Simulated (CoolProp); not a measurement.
Vapour-liquid equilibrium of ethanol (1) + acetone (2) at 2590 kPa; x and y are mole fractions of (1).

The numbers come from the multi-fluid Helmholtz-energy mixture model, Schroeder 2014 and Lemmon 2006; pair parameters Bell 2016 in CoolProp.

Problem. Give the bubble temperature and the first vapour's composition at x = 0.575, 0.65, 0.725. Is there an azeotrope?

Solution. x = 0.575: 189.0 °C, y = 0.571; x = 0.65: 189.2 °C, y = 0.638; x = 0.725: 189.6 °C, y = 0.706. y crosses x between x = 0.5 and 0.575: the model has an azeotrope there.

The pair parameters rest on a limited set of measurements; away from them the model extrapolates.
